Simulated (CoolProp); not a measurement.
Vapour-liquid equilibrium of benzene (1) + cyclohexane (2) at 0.732 bar; x and y are mole fractions of (1).

Computed with CoolProp (multi-fluid Helmholtz-energy mixture model, Thol 2012 and Zhou 2014; pair parameters Bell 2016).

| x | bubble temperature (°C) | y at the bubble point | dew temperature at overall composition x (°C) | liquid density (mol/L) |
|---|---|---|---|---|
| 0.05 | 69.6 | 0.068 | 69.8 | 8.755 |
| 0.2 | 68.2 | 0.242 | 68.5 | 9.004 |
| 0.35 | 67.3 | 0.383 | 67.5 | 9.264 |
| 0.5 | 67.0 | 0.508 | 67.0 | 9.537 |
| 0.65 | 67.1 | 0.629 | 67.2 | 9.825 |
| 0.8 | … | … | 68.0 | 10.13 |
| 0.95 | … | 0.929 | 69.3 | 10.45 |

**Question.** Complete the blanks.

**Answer.** 
- 0.8, bubble temperature (°C): 67.7
- 0.8, y at the bubble point: 0.761
- 0.95, bubble temperature (°C): 69.1

y crosses x between x = 0.5 and 0.65: the model has an azeotrope there.

Pair parameters are fitted to limited data, so mixtures are less certain than the pure fluids.
